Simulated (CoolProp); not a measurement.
The fluid at 325.62 K and 6.89 MPa flows at 1.1 m/s in a round tube of 20 mm bore and 1.5 µm roughness, fully developed (64/Re and Nu = 3.66 if laminar; Colebrook and Gnielinski if turbulent). The same conditions are run with several fluids, on thermodynamics alone (safety and materials aside).

The numbers come from the reference Helmholtz-energy equation of state of each fluid (sulfur hexafluoride: Guder 2009; dry air: Lemmon 2000; ethane: Bücker 2006; normal hydrogen: Leachman 2009; methane: Setzmann 1991) in CoolProp. Blends and air are pseudo-pure fits.

Question: Rank sulfur hexafluoride, dry air, ethane, normal hydrogen, methane by Reynolds number, highest first.

Answer: sulfur hexafluoride (286000), ethane (201000), dry air (77400), methane (72800), normal hydrogen (11400)

| fluid | Darcy friction factor | pressure drop (Pa/m) | heat-transfer coefficient (W/(m² K)) | mass flow (kg/h) |
|---|---|---|---|---|
| sulfur hexafluoride | 0.0153 | 563 | 2310 | 1510 |
| dry air | 0.0193 | 43.1 | 238 | 91.6 |
| ethane | 0.0162 | 96.1 | 2280 | 244 |
| normal hydrogen | 0.0299 | 4.47 | 329 | 6.14 |
| methane | 0.0196 | 26.1 | 338 | 54.9 |

Transport values come from each fluid's own correlations.
